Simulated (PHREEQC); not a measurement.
Make-up at 20 °C: 0.2 mol KOH, 0.03 mol K2SO4 and 0.33 mol KH2PO4 per kg of water. Closed to the air; pH follows from the charge balance.

The numbers come from PHREEQC with the ion-association model, phreeqc.dat.

| quantity | before | after |
|---|---|---|
| pH | 6.78 | 7.08 |
| ionic strength (mol/kgw) | 0.735 | 0.824 |
| K+ (mol/kgw) | 0.547 | 0.542 |
| HPO4-2 (mol/kgw) | 0.169 | 0.212 |
| H2PO4- (mol/kgw) | 0.130 | 0.0800 |
| KHPO4- (mol/kgw) | 0.0315 | 0.0377 |

Problem. What was changed between the two runs?
A) temperature from 20 to 70 °C
B) KOH replaced by K2CO3 at the same molality
C) 0.05 mol/kgw TMAH added
D) KH2PO4 from 0.33 to 0.66 mol/kgw

Solution. C, 0.05 mol/kgw TMAH added

Precipitation was switched off in this run. The ionic strength passes 0.7 mol/kgw, the rough limit of the ion-association models, in every such run. (CH3)4N+ isn't in the database: it is added as a free cation with an ion size of 4 Å.
